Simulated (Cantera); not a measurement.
Input: 1 mol borazine, 0.64 mol NH3, 0.3 mol H2, held at 25.0 Pa.

Equilibrium computed with Cantera from the NASA thermochemical tables; the gas is ideal and each condensed phase is pure. Candidate condensed phases: B, BN; 15 gas species. The feed counts by its element totals alone. The tables' values for BH2 are old estimates; treat these amounts as uncertain. The numbers say what is thermodynamically allowed, not how fast it happens. All values below are at 2398 K.

Base state: H 0.464, H2 0.217, N2 0.192, B 0.125, BH2 0.000642, BH 0.000621, BN 0.000397, B2 1.57e-5 (mole fractions); condensed: B(l).

What changes in the equilibrium state with this change: pressure from 25.0 Pa to 7800 Pa?


| species | before | after |
|---|---|---|
| H2 | 0.217 | 0.714 |
| N2 | 0.192 | 0.236 |
| H | 0.464 | 0.0477 |
| B | 0.125 | 0.000400 |
| BH2 | 0.000642 | 0.00211 |
| B2 | 1.57e-5 | 5.03e-8 |
| BH3 | 1.27e-7 | 1.34e-5 |
| BN | 0.000397 | 2.49e-5 |
| BH | 0.000621 | 6.38e-5 |
| B(l), mol | 1.80 | 2.06 |
| BN(s), mol | 0 | 0.926 |
Mutual solubility and eutectic melting of coexisting phases are not modelled. Gases not in the tables: B2H6 and higher boranes.
